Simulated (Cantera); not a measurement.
Thermodynamics of iron carbonyl, mercury and lead vapours, feed Fe(CO)5 + N2

Input: 1 mol Fe(CO)5, 2 mol N2.

These are equilibrium values from Cantera (NASA tables, ideal gas, pure condensed phases), not measurements of a reactor. Candidate condensed phases: C, Fe, Fe(CO)5, FeO, Fe2O3, Fe3O4; 27 gas species. Iron dissolves carbon and melts from about 1420 K in contact with it, which pure phases cannot show. Condensed phases not in the tables: cementite and carbon dissolved in iron. Kinetics and transport are ignored.

Map the stable condensed phases over T = 950, 975, 1000, 1025, 1050, 1075, 1100, 1125, 1150, 1175, 1200, 1225, 1250 °C and P in Pa = 10, 52, 270, 1400, 7200, 37000, 190000, 1000000.


```
T in °C \ P in Pa
              10      52     270    1400    7200   37000  190000 1000000
   1250        A       A       A       A       A       B       B       B
   1225        A       A       A       A       A       B       B       B
   1200        A       A       A       A       A       B       B       B
   1175        A       A       A       A       A       B       B       B
   1150        A       A       A       A       A       B       B       B
   1125        A       A       A       A       A       B       B       B
   1100        A       A       A       A       B       B       B       B
   1075        A       A       A       A       B       B       B       B
   1050        A       A       A       A       B       B       B       B
   1025        A       A       A       A       B       B       B       B
   1000        A       A       A       A       B       B       B       B
    975        A       A       A       A       B       B       B       B
    950        A       A       A       B       B       B       B       B
```
A: Fe; B: C + Fe.
